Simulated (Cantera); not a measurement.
An isothermal, constant-pressure homogeneous reactor starts with C₂H₆ : H₂ = 1 : 19 (molar parts), at 1950 K and 0.0900 Torr. Integrator tolerance rtol = 1e-08.

Computed with Cantera and GRI-Mech 3.0 (53 species, 325 reactions). GRI-Mech 3.0 stops at C3 and has no aromatics, soot or wall deposition, so with more carbon than oxygen in the feed, carbon stays in small species such as C2H2 where larger ones or solid carbon would form. Radical loss at walls, strong at low pressure, is not modelled.

Problem. What does this change do: H2 19 to 4.3 parts?

Solution. 
| quantity | before | after |
|---|---|---|
| x(C₂H₆) at 80.0 s | 4.50e-11 (gas-phase equilibrium <1e-12) | 5.32e-12 (gas-phase equilibrium <1e-12) |
| x(H₂) at 80.0 s | 0.935 (gas-phase equilibrium 0.859) | 0.836 (gas-phase equilibrium 0.777) |
| x(C₂H₄) at 80.0 s | 4.53e-7 (gas-phase equilibrium 3.97e-8) | 6.69e-7 (gas-phase equilibrium 1.08e-7) |
| x(CH₃) at 80.0 s | 3.24e-5 (gas-phase equilibrium 9.26e-7) | 1.56e-5 (gas-phase equilibrium 1.46e-6) |
| x(CH₄) at 80.0 s | 7.77e-5 (gas-phase equilibrium 4.11e-7) | 2.27e-5 (gas-phase equilibrium 6.14e-7) |
| x(CH₂) at 80.0 s | 8.51e-7 (gas-phase equilibrium 1.32e-7) | 6.75e-7 (gas-phase equilibrium 2.18e-7) |
| x(C₂H) at 80.0 s | 1.48e-5 (gas-phase equilibrium 7.70e-5) | 7.34e-5 (gas-phase equilibrium 0.000245) |
